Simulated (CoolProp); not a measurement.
R141b along the isotherm 500 K: fugacity coefficient from the reference equation and from simpler models built on Tc = 477.5 K, pc = 4.212 MPa, ω = 0.220; each cubic takes its own stable root.

Computed with CoolProp (reference Helmholtz-energy equation of state, Lemmon 2006). It is a short technical equation, of lower accuracy than the large ones.

| p (MPa) | phase | reference | van der Waals | Soave-Redlich-Kwong | Peng-Robinson |
|---|---|---|---|---|---|
| 2.34 | gas | 0.8470 | 0.8539 | 0.8427 | 0.8263 |
| 4.68 | supercritical | 0.6924 | 0.7020 | 0.6906 | … |
| 7.02 | supercritical | … | 0.5493 | … | 0.5200 |
| 9.36 | supercritical | 0.4427 | 0.4662 | 0.4569 | 0.4313 |
| 11.7 | supercritical | 0.3858 | 0.4181 | 0.4030 | 0.3770 |
| 14 | supercritical | … | … | … | 0.3416 |
| 16.4 | supercritical | 0.3232 | … | 0.3436 | 0.3159 |
| 18.7 | supercritical | … | 0.3584 | 0.3270 | 0.2983 |
| 21.1 | supercritical | 0.2922 | 0.3518 | 0.3147 | 0.2848 |

Problem. Complete the blanks.

Solution. 
- 4.68, Peng-Robinson: 0.6657
- 7.02, reference: 0.5371
- 7.02, Soave-Redlich-Kwong: 0.5456
- 14, reference: 0.3493
- 14, van der Waals: 0.3889
- 14, Soave-Redlich-Kwong: 0.3683
- 16.4, van der Waals: 0.3697
- 18.7, reference: 0.3054
